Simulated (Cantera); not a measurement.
What does this Cantera script print?

```python
import numpy as np
import cantera as ct

gas_names = """
    Fe FeO N NO NO2 NO3 N2 N2O O O2 O3 S SN SO SO2 SO3 S2 S2O S8
""".split()
cond_names = """
    Fe(a) Fe(c) Fe(d) Fe(L) FeO(s) FeO(L) FeS(a) FeS(b) FeS(c) FeS(L) FeSO4(s) FeS2(s) Fe2O3(s)
    Fe2S3O12(s) Fe3O4(s) S(cr1) S(cr2) S(L)
""".split()


# ... load() reads the species with a 1 bar reference pressure and builds the phases ...
atoms = {
    'Fe2O3': {'Fe': 2, 'O': 3},
    'O2': {'O': 2},
    'N2': {'N': 2},
    'SO2': {'S': 1, 'O': 2},
}
top_T = {'FeSO4(s)': 950, 'FeS2(s)': 1010, 'Fe2O3(s)': 1830, 'Fe2S3O12(s)': 1100, 'Fe3O4(s)': 1870}  # K; cautious upper limits of use, not melting points


# ... equilibrate(T, P, feed) seeds the gas with the atoms and calls Mixture.equilibrate('TP', solver="vcs", rtol=1e-11, max_steps=5000) ...
results = []
feed = {'Fe2O3': 1, 'O2': 9.2, 'N2': 0.93, 'SO2': 0.16}  # mol
P = 100000  # Pa
for T in [623, 773, 923, 1073, 1223, 1373, 1523, 1673, 1823]:
    mix = equilibrate(T, P, feed)
    results.append((T, P, feed, dict(zip(mix.species_names, mix.species_moles))))
    x = sorted(zip(gas.X, gas.species_names), reverse=True)
    print(f"T = {T:g} K  P = {P:g} Pa  gas = {mix.phase_moles(0):.4g} mol")
    print("   x: " + "  ".join(f"{s} {v:.3e}" for v, s in x if v > 0.001))
    print("   condensed (mol): " + ("  ".join(f"{mix.phase(i).name} {mix.phase_moles(i):.4g}"
          for i in range(1, mix.n_phases) if mix.phase_moles(i) > 1e-12) or "none"))
```

Output:

```
T = 623 K  P = 100000 Pa  gas = 10.05 mol
   x: O2 9.075e-01  N2 9.254e-02
   condensed (mol): Fe2O3(s) 0.9467  Fe2S3O12(s) 0.05333
T = 773 K  P = 100000 Pa  gas = 10.05 mol
   x: O2 9.071e-01  N2 9.249e-02
   condensed (mol): Fe2O3(s) 0.9482  Fe2S3O12(s) 0.05182
T = 923 K  P = 100000 Pa  gas = 10.22 mol
   x: O2 8.934e-01  N2 9.095e-02  SO3 1.283e-02  SO2 2.817e-03
   condensed (mol): Fe2O3(s) 1
T = 1073 K  P = 100000 Pa  gas = 10.26 mol
   x: O2 8.937e-01  N2 9.066e-02  SO2 8.820e-03  SO3 6.782e-03
   condensed (mol): Fe2O3(s) 1
T = 1223 K  P = 100000 Pa  gas = 10.28 mol
   x: O2 8.938e-01  N2 9.041e-02  SO2 1.295e-02  SO3 2.623e-03
   condensed (mol): Fe2O3(s) 1
T = 1373 K  P = 100000 Pa  gas = 10.28 mol
   x: O2 8.938e-01  N2 9.021e-02  SO2 1.451e-02  SO3 1.044e-03
   condensed (mol): Fe2O3(s) 1
T = 1523 K  P = 100000 Pa  gas = 10.29 mol
   x: O2 8.936e-01  N2 8.992e-02  SO2 1.508e-02
   condensed (mol): Fe2O3(s) 1
T = 1673 K  P = 100000 Pa  gas = 10.29 mol
   x: O2 8.931e-01  N2 8.948e-02  SO2 1.531e-02  NO 1.816e-03
   condensed (mol): Fe2O3(s) 1
T = 1823 K  P = 100000 Pa  gas = 10.46 mol
   x: O2 8.941e-01  N2 8.739e-02  SO2 1.516e-02  NO 3.085e-03
   condensed (mol): Fe3O4(s) 0.6667
```

These are equilibrium values from Cantera (NASA tables, ideal gas, pure condensed phases), not measurements of a reactor.
